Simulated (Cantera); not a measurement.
Feed: 1 mol S, 0.18 mol H2, equilibrated at 2700 °C and 0.233 Torr.

Method: chemical equilibrium by Gibbs-energy minimisation in Cantera with the NASA 1993 tables (ideal gas, pure condensed phases). Candidate condensed phases: S; 7 gas species. Rates play no part.

Base state: S 0.732, H 0.263, S2 0.00304, H2 0.00102, SH 0.000533 (mole fractions); condensed: gas only.

**Question.** What changes in the equilibrium state with this change: S replaced by HI?

**Answer.** 
| species | before | after |
|---|---|---|
| H | 0.263 | 0.569 |
| I | 0 | 0.426 |
| H2 | 0.00102 | 0.00476 |
| S | 0.732 | 0 |
| S2 | 0.00304 | 0 |
| SH | 0.000533 | 0 |
| HI | 0 | 5.67e-5 |
Further candidate phases: I2.
